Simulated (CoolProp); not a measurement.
Vapour pressure (MPa) of hydrogen sulfide: the reference equation beside estimates from Tc = 373.1 K, pc = 8.999 MPa, ω = 0.101. Clausius-Clapeyron is anchored at 284.6 K with a constant enthalpy of vaporisation of 15.08 kJ/mol.

Values from CoolProp's reference Helmholtz-energy equation of state, Lemmon 2006. It is a short technical equation, of lower accuracy than the large ones.

| T (K) | reference | Clausius-Clapeyron | van der Waals | Redlich-Kwong | Peng-Robinson |
|---|---|---|---|---|---|
| 275.9 | 1.118 | 1.165 | 2.373 | 1.230 | 1.117 |
| 280.2 | 1.263 | 1.289 | (withheld) | 1.387 | 1.261 |
| 284.6 | 1.424 | 1.424 | 2.757 | 1.562 | 1.423 |
| 289 | (withheld) | 1.570 | 2.966 | 1.751 | 1.599 |
| 293.4 | 1.792 | 1.725 | 3.185 | 1.956 | 1.791 |
| 297.7 | 1.995 | 1.886 | 3.408 | 2.172 | 1.994 |
| 302.1 | 2.219 | 2.061 | 3.647 | 2.410 | 2.220 |
| 306.5 | 2.461 | 2.246 | 3.895 | 2.664 | 2.463 |
| 310.8 | 2.716 | 2.438 | 4.149 | 2.931 | 2.719 |
| 315.2 | (withheld) | 2.645 | 4.418 | 3.221 | 3.001 |
| 319.6 | 3.295 | 2.863 | 4.698 | 3.530 | 3.303 |
| 324 | 3.616 | 3.093 | 4.989 | 3.859 | 3.627 |
| 328.3 | 3.951 | 3.328 | 5.284 | 4.200 | 3.965 |
| 332.7 | 4.316 | 3.580 | 5.596 | 4.569 | 4.335 |

Task: What belongs in the gaps?

Result: 
- 280.2, van der Waals: 2.558
- 289, reference: 1.601
- 315.2, reference: 2.995

Absolute difference from the reference over all 14 rows, mean and median: Clausius-Clapeyron 8.3 and 7.9 %, van der Waals 64.9 and 61.3 %, Redlich-Kwong 8.2 and 8.4 %, Peng-Robinson 0.2 and 0.1 %.
